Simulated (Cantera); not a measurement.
Cantera run, input and output.

```python
import numpy as np
import cantera as ct

surf = ct.Interface("ptcombust.yaml", "Pt_surf")
gas = surf.adjacent["gas"]
gas.TPX = 925, 88000, {'CO': 0.0066, 'O2': 0.17, 'N2': 0.79}
surf.TP = 925, 88000
reactor = ct.FlowReactor(gas, clone=False)
reactor.area = 0.0001  # m2
reactor.surface_area_to_volume_ratio = 120  # 1/m
reactor.mass_flow_rate = 0.44 * reactor.area * gas.density  # inlet velocity 0.44 m/s
reactor.energy_enabled = False
wall = ct.ReactorSurface(surf, reactor, clone=False)
net = ct.ReactorNet([reactor])
net.rtol, net.atol = 1e-8, 1e-16
show, cover = ['CO', 'O2', 'H2O', 'CO2'], ['PT(S)', 'H(S)', 'O(S)', 'OH(S)', 'CO(S)', 'C(S)']

rows = []
print(f"{'z/m':>9s}{'u/(m/s)':>9s}" + "".join(f"{s:>13s}" for s in show + cover))
for z in [0.0003, 0.0005, 0.00084, 0.0014, 0.0023, 0.0039, 0.0065, 0.011, 0.018, 0.03]:
    net.advance(z)
    rows.append([reactor.speed, *gas[show].X, *surf[cover].coverages])
    print(f"{z:9.4g}{rows[-1][0]:9.3g}" + "".join(f"{x:13.4e}" for x in rows[-1][1:]))
```

It prints:

```
      z/m  u/(m/s)           CO           O2          H2O          CO2        PT(S)         H(S)         O(S)        OH(S)        CO(S)         C(S)
   0.0003    0.439   4.0073e-03   1.7471e-01   5.0086e-26   2.8304e-03   1.2895e-01   2.9777e-24   8.7013e-01   5.8205e-20   9.1691e-04   5.2596e-15
   0.0005    0.439   3.0091e-03   1.7430e-01  -2.0467e-26   3.8321e-03   1.2251e-01   5.3482e-23   8.7688e-01   3.6647e-19   6.1699e-04   3.3364e-15
  0.00084    0.439   1.9353e-03   1.7385e-01  -2.5192e-26   4.9095e-03   1.1678e-01   4.6842e-24   8.8286e-01   1.1136e-19   3.5830e-04   1.8344e-15
   0.0014    0.439   9.9176e-04   1.7346e-01  -6.2198e-27   5.8563e-03   1.1250e-01   2.8446e-23   8.8733e-01   1.3172e-19   1.6960e-04   8.3229e-16
   0.0023    0.439   3.5998e-04   1.7320e-01   6.0610e-28   6.4902e-03   1.0994e-01   5.3848e-24   8.9000e-01   1.3861e-19   5.8629e-05   2.8032e-16
   0.0039    0.439   6.2821e-05   1.7308e-01   2.4917e-30   6.7884e-03   1.0881e-01   9.2118e-24   8.9118e-01   2.4032e-19   1.0010e-05   4.7305e-17
   0.0065    0.438   3.7882e-06   1.7305e-01   1.9197e-31   6.8476e-03   1.0859e-01   1.0244e-23   8.9141e-01   2.6813e-19   6.0104e-07   2.8339e-18
    0.011    0.438   2.9534e-08   1.7305e-01  -4.3807e-33   6.8514e-03   1.0857e-01   1.0210e-23   8.9143e-01   2.6696e-19   4.6847e-09   2.2085e-20
    0.018    0.438   1.5532e-11   1.7305e-01   2.8812e-34   6.8514e-03   1.0857e-01   1.0064e-23   8.9143e-01   2.6313e-19   2.4636e-12   1.1614e-23
     0.03    0.438   5.1504e-17   1.7305e-01   7.0861e-35   6.8514e-03   1.0857e-01   9.9107e-24   8.9143e-01   2.5912e-19   2.9690e-17   1.4004e-28
```

Model: Deutschmann's 1995 Pt surface mechanism with GRI-Mech 3.0 gas chemistry, integrated in Cantera. Catalytic surfaces can have several steady states; this one follows from the mechanism file's or the stated starting coverage. Mass transfer to the wall is taken as infinitely fast.
